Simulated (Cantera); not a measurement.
An isothermal, constant-pressure homogeneous reactor starts with 27.2 % CH4, 21.2 % CO2, 51.6 % H2, at 1550 K and 101000 Pa.

Cantera simulation using GRI-Mech 3.0 (53 species, 325 reactions); the numbers are that mechanism's predictions, not measurements.

x: mole fraction; the columns are a selection and need not sum to one.

| t (s) | x CH4 | x CO2 | x H2 | x H2O | x OH | x C2H4 |
|---|---|---|---|---|---|---|
| 2.00e-5 | 0.272 | 0.212 | 0.516 | 8.57e-7 | 2.88e-9 | … |
| 8.98e-5 | 0.272 | 0.212 | 0.516 | 1.58e-5 | 1.16e-8 | … |
| 0.000403 | 0.271 | 0.212 | 0.516 | 0.000206 | 2.60e-8 | … |
| 0.00181 | 0.270 | 0.210 | 0.516 | 0.00143 | 3.34e-8 | … |
| 0.00814 | 0.266 | 0.204 | 0.513 | 0.00724 | 3.92e-8 | … |
| 0.0366 | 0.247 | 0.177 | 0.504 | 0.0311 | 6.15e-8 | … |
| 0.164 | 0.181 | 0.0952 | 0.484 | 0.102 | 1.34e-7 | … |
| 0.737 | 0.0808 | 0.0205 | 0.507 | 0.154 | 2.11e-7 | 0.00604 |
| 3.31 | 0.0555 | 0.0151 | 0.552 | 0.123 | 1.74e-7 | 0.00580 |
| 14.9 | 0.0459 | 0.00930 | 0.604 | 0.0662 | 8.99e-8 | … |
| 66.8 | 0.0329 | 0.00305 | 0.651 | 0.0201 | 2.63e-8 | … |
| 300 | 0.0253 | 0.000274 | 0.672 | 0.00176 | 2.27e-9 | … |

Problem. Complete the blanks.

Solution. 
- 2.00e-5, x C2H4: 3.63e-9
- 8.98e-5, x C2H4: 3.41e-7
- 0.000403, x C2H4: 1.82e-5
- 0.00181, x C2H4: 0.000297
- 0.00814, x C2H4: 0.00130
- 0.0366, x C2H4: 0.00222
- 0.164, x C2H4: 0.00364
- 14.9, x C2H4: 0.00361
- 66.8, x C2H4: 0.00169
- 300, x C2H4: 0.000960
